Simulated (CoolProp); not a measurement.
A single-stage vapour-compression cycle with the fluid: evaporating at 235.15 K (dew point), condensing at 288.15 K (bubble point), superheat 10 K, subcooling 8 K, compressor efficiency 0.8, no pressure losses. The same conditions are run with several fluids, on thermodynamics alone (safety and materials aside).

Values from CoolProp's reference Helmholtz-energy equation of state of each fluid (ammonia: Gao 2020; fluoroethane (R161): Wu 2012; isobutane: Bücker 2006; sulfur hexafluoride: Guder 2009; R13: Platzer 1990; R143a: Lemmon and Jacobsen 2000). The equations of Platzer and Polt are older, rougher fits.

```json
[
 {"fluid": "ammonia", "cooling COP": "2.83", "pressure ratio": "9.14", "discharge temperature (K)": "441.9", "refrigerating effect (kJ/kg)": "1200", "volumetric capacity (kJ/m³)": "815"},
 {"fluid": "fluoroethane (R161)", "cooling COP": "3.00", "pressure ratio": "7.02", "discharge temperature (K)": "346.0", "refrigerating effect (kJ/kg)": "344", "volumetric capacity (kJ/m³)": "829"},
 {"fluid": "isobutane", "cooling COP": "3.06", "pressure ratio": "8.16", "discharge temperature (K)": "312.2", "refrigerating effect (kJ/kg)": "302", "volumetric capacity (kJ/m³)": "278"},
 {"fluid": "sulfur hexafluoride", "cooling COP": "2.62", "pressure ratio": "5.04", "discharge temperature (K)": "303.6", "refrigerating effect (kJ/kg)": "68.4", "volumetric capacity (kJ/m³)": "1970"},
 {"fluid": "R13", "cooling COP": "2.45", "pressure ratio": "4.39", "discharge temperature (K)": "320.1", "refrigerating effect (kJ/kg)": "81.0", "volumetric capacity (kJ/m³)": "3070"},
 {"fluid": "R143a", "cooling COP": "2.91", "pressure ratio": "6.26", "discharge temperature (K)": "319.7", "refrigerating effect (kJ/kg)": "164", "volumetric capacity (kJ/m³)": "1100"}
]
```
